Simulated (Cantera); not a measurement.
**Premixed flame**

A freely propagating, adiabatic, planar premixed flame of H₂ : O₂ : N₂ : H₂O = 0.8 : 0.227 : 0.773 : 0.36 (molar parts), equivalence ratio 1.8, unburnt at 673 K and 1.00 bar; mixture-averaged transport, grid criteria slope 0.08 and curve 0.16, no radiation.

Cantera simulation using the H2/O2 subset of GRI-Mech 3.0, which has no nitrogen chemistry; the numbers are that mechanism's predictions, not measurements. Burning velocities carry a grid error of a few per cent, more on coarse grids.

| z (mm) | T (K) | u (m/s) | x H₂ | x O₂ | x H₂O | x HO₂ | x O | x H |
|---|---|---|---|---|---|---|---|---|
| -1.26 | 673 | 9.07 | 0.370 | 0.105 | 0.167 | <1e-8 | <1e-8 | <1e-8 |
| -0.840 | 673 | 9.07 | 0.370 | 0.105 | 0.167 | <1e-8 | <1e-8 | <1e-8 |
| -0.630 | 673 | 9.07 | 0.370 | 0.105 | 0.167 | 2.53e-8 | <1e-8 | <1e-8 |
| -0.420 | 673 | 9.07 | 0.370 | 0.105 | 0.167 | 1.38e-6 | <1e-8 | 9.13e-8 |
| -0.210 | 692 | 9.28 | 0.366 | 0.105 | 0.169 | 0.000298 | 1.03e-5 | 0.000206 |
| -0.105 | 875 | 11.5 | 0.338 | 0.0993 | 0.190 | 0.000279 | 0.000257 | 0.00517 |
| 0 | 1230 | 15.7 | 0.261 | 0.0699 | 0.258 | 0.000114 | 0.00229 | 0.0306 |
| 0.105 | 1488 | 18.8 | 0.184 | 0.0266 | 0.343 | 3.59e-5 | 0.00363 | 0.0576 |
| 0.210 | 1610 | 20.3 | 0.158 | 0.00882 | 0.377 | 1.11e-5 | 0.00300 | 0.0630 |
| 0.420 | 1726 | 21.5 | 0.154 | 0.00291 | 0.392 | 3.56e-6 | 0.00224 | 0.0550 |
| 0.840 | 1838 | 22.7 | 0.160 | 0.00170 | 0.398 | 2.02e-6 | 0.00151 | 0.0419 |
| 1.68 | 1939 | 23.8 | 0.165 | 0.000940 | 0.405 | 1.13e-6 | 0.000858 | 0.0295 |
| 3.36 | 2021 | 24.6 | 0.169 | 0.000441 | 0.411 | 5.60e-7 | 0.000408 | 0.0194 |
x: mole fraction of selected species; z is measured from the peak of heat release.

```
Quantity                    Result
------------------------  --------
laminar burning velocity  907 cm/s
thermal thickness         0.420 mm
peak x(HO₂)               0.000383
peak x(O)                  0.00365
peak x(H)                   0.0632
grid points                    121
```
